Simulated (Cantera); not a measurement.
Ta2O5 + CH4 + H2 (carbothermic reduction)

Charge: 1 mol Ta2O5, 4 mol CH4, 0.33 mol H2, at 1473 K and 13.3 mbar.

Equilibrium computed with Cantera from the NASA thermochemical tables; the gas is ideal and each condensed phase is pure. Candidate condensed phases: C, C6H6, C7H8, C8H18, H2O, Ta, TaC, Ta2O5; 113 gas species. Mutual solubility and eutectic melting of coexisting phases are not modelled. TaC: taken at fixed stoichiometry. Condensed phases not in the tables: Ta2C. Kinetics and transport are ignored.

- x(H2) = 0.744
- x(CO) = 0.255
- x(H2O) = 0.000756
- x(CO2) = 0.000105
- x(H) = 9.45e-5
- n(TaC(s)) = 1.15 mol
- n(Ta2O5(s)) = 0.427 mol
- gas amount = 11.18 mol
- log10 activity of C(graphite) (absent) = -2.15
- log10 activity of Ta(s) (absent) = -2.83
